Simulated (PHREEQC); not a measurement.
Solution (93 °C): 0.00098 mol NH4HS, 0.1 mol NaCl and 0.2 mol MnCl2 per kg of water. Closed to the air; pH follows from the charge balance.

Equilibrium calculation in PHREEQC: ion-association model, wateq4f.dat.

| quantity | before | after |
|---|---|---|
| pH | 6.46 | 6.94 |
| ionic strength (mol/kgw) | 0.592 | 0.701 |
| Cl- (mol/kgw) | 0.444 | 0.500 |
| SI of Halite (NaCl) | -3.46 | -3.42 |

Task: What was changed between the two runs?
A. temperature from 93 to 85 °C
B. temperature from 93 to 5 °C
C. MnCl2 left out
D. NH4HS left out
E. MnCl2 replaced by SrCl2 at the same molality

Result: E, MnCl2 replaced by SrCl2 at the same molality

No solid was allowed to form. The ionic strength passes 0.7 mol/kgw, the rough limit of the ion-association models, in after. At this temperature some constants are extrapolated from 25 °C, and those without enthalpy data are left unchanged.
